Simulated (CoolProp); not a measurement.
Saturation properties of R125.

Values from CoolProp's reference Helmholtz-energy equation of state, Lemmon 2005.

```csv
T (K),p (MPa),liquid cp (kJ/(kg K)),vapour viscosity (µPa s)
243.2,0.2285,1.157,10.5
248.1,0.2781,1.170,10.7
253,0.3354,1.184,10.9
257.9,0.4014,1.199,11.1
262.8,0.4768,1.215,11.4
267.7,0.5623,1.233,11.6
272.5,0.6569,1.252,11.9
277.4,0.7652,1.274,12.1
282.3,0.8864,1.298,12.4
287.2,1.021,1.326,12.7
292.1,1.171,1.359,13.0
297,1.337,1.397,13.4
301.9,1.519,1.444,13.8
306.8,1.720,1.502,14.3
```

It boils at 225.1 K under 1 atm.

Viscosity comes from a separate model (Huber 2006).
